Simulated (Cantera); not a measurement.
Feed: 1 mol Si, 2.4 mol H2, equilibrated at 1375 K and 495 Torr.

Method: chemical equilibrium by Gibbs-energy minimisation in Cantera with the NASA 1993 tables (ideal gas, pure condensed phases). Candidate condensed phases: Si; 9 gas species. The numbers say what is thermodynamically allowed, not how fast it happens.

What is the equilibrium state?


| Item | Value |
|---|---|
| x(H2) | 1.000 |
| x(H) | 4.22e-6 |
| n(Si(s)) | 1.000 mol |
| gas amount | 2.400 mol |
